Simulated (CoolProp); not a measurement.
Vapour-liquid equilibrium of dimethyl ether (1) + methanol (2) at 241.5 K; x and y are mole fractions of (1).

Values from CoolProp's multi-fluid Helmholtz-energy mixture model, Wu 2011 and de Reuck 1993; pair parameters Bell 2016.

Problem. Give the bubble pressure and the first vapour's composition at x = 0.25, 0.45, 0.65. Is there an azeotrope?

Solution. x = 0.25: 36.19 kPa, y = 0.990; x = 0.45: 49.53 kPa, y = 0.993; x = 0.65: 57.28 kPa, y = 0.994. No azeotrope shows between x = 0.05 and 0.95.

The pair parameters rest on a limited set of measurements; away from them the model extrapolates. With so large a gap from Raoult's law the liquid may split in two, which this calculation doesn't test in full.
